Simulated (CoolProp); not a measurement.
Methane at 298.15 K and 0.878 MPa flows at 2.6 m/s in a round tube of 4.6 mm bore and 1.5 µm roughness, fully developed (64/Re and Nu = 3.66 if laminar; Colebrook and Gnielinski if turbulent). Each further row changes one setting.

Computed with CoolProp (reference Helmholtz-energy equation of state, Setzmann 1991).

| case | Reynolds number | Darcy friction factor | pressure drop (Pa/m) | heat-transfer coefficient (W/(m² K)) | mass flow (kg/h) |
|---|---|---|---|---|---|
| as stated | 6110 | 0.0357 | 151 | 151 | 0.897 |
| velocity 5.2 m/s | 12200 | 0.0299 | 506 | 272 | 1.79 |
| diameter 9.2 mm | 12200 | 0.0296 | 62.7 | 135 | 3.59 |

Viscosity comes from a separate model (Quiñones-Cisneros 2006). Thermal conductivity comes from a separate model (Friend 1989).
